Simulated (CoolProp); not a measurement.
Ethylene along the isobar 7050 kPa: Z from the reference equation and from simpler models built on Tc = 9.2 °C, pc = 5042 kPa, ω = 0.087; each cubic takes its own stable root.

The numbers come from the reference Helmholtz-energy equation of state, Smukala 2000 in CoolProp.

```
T (°C)          phase  reference  Redlich-Kwong  Peng-Robinson
------  -------------  ---------  -------------  -------------
-21.25         liquid     0.2145         0.2339              …
-13.15         liquid          …              …         0.2112
-5.05          liquid          …         0.2480         0.2197
2.95           liquid     0.2298         0.2611         0.2331
11.05   supercritical          …              …         0.2560
19.15   supercritical          …         0.3223         0.3012
27.25   supercritical     0.3832         0.4037              …
35.35   supercritical     0.4998         0.5018         0.4914
```

Task: What belongs in the gaps?

Result: 
- -21.25, Peng-Robinson: 0.2057
- -13.15, reference: 0.2170
- -13.15, Redlich-Kwong: 0.2395
- -5.05, reference: 0.2217
- 11.05, reference: 0.2449
- 11.05, Redlich-Kwong: 0.2826
- 19.15, reference: 0.2795
- 27.25, Peng-Robinson: 0.3944
